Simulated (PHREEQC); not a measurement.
Make-up at 25 °C: 0.084 mol HNO3, 0.05 mol AlCl3 and 0.027 mol MnSO4 per kg of water. Closed to the air; pH follows from the charge balance.

Computed with PHREEQC (ion-association model, wateq4f.dat).

Each row changes one thing in this solution. Precipitation was switched off in this run.

```csv
case,pH,ionic strength (mol/kgw),Al+3 (mol/kgw),AlOH+2 (mol/kgw),Al(OH)2+ (mol/kgw),SI of Gibbsite (Al(OH)3),SI of Boehmite (AlOOH)
as made,1.23,0.378,0.0353,2.33e-6,1.09e-10,-6.89,-7.36
AlCl3 from 0.05 to 0.1 mol/kgw,1.23,0.658,0.0817,5.16e-6,2.08e-10,-6.63,-7.10
HNO3 from 0.084 to 0.0756 mol/kgw,?,?,0.0349,2.57e-6,?,-6.75,-7.22
diluted 5-fold with water,1.88,?,0.00701,2.49e-6,7.60e-10,-5.34,-5.81
MnSO4 left out,1.19,0.384,?,3.01e-6,1.27e-10,-6.86,-7.33
AlCl3 from 0.05 to 0.075 mol/kgw,1.23,0.516,0.0581,3.73e-6,1.60e-10,-6.74,-7.21
```

Question: What belongs in the gaps?

Answer: 
- HNO3 from 0.084 to 0.0756 mol/kgw, pH: 1.27
- HNO3 from 0.084 to 0.0756 mol/kgw, ionic strength (mol/kgw): 0.368
- HNO3 from 0.084 to 0.0756 mol/kgw, Al(OH)2+ (mol/kgw): 1.35e-10
- diluted 5-fold with water, ionic strength (mol/kgw): 0.0773
- MnSO4 left out, Al+3 (mol/kgw): 0.0500
